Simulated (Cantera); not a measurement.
A closed system holds: 1 mol BN, a varied amount of NF₃, 1 mol H₂, at 1525 K and 1000 Pa.

Equilibrium computed with Cantera from the NASA thermochemical tables; the gas is ideal and each condensed phase is pure. Candidate condensed phases: B, BN; 31 gas species. Equilibrium is a limit: real reactors are often held back by kinetics, nucleation or transport.

### Question
At 4.4 mol NF₃, list the 5 most abundant gas species with their mole fractions, and the condensed phases.

### Answer
F 0.589, N₂ 0.194, HF 0.144, BF₃ 0.0720, F₂ 0.000375. Condensed: gas only.
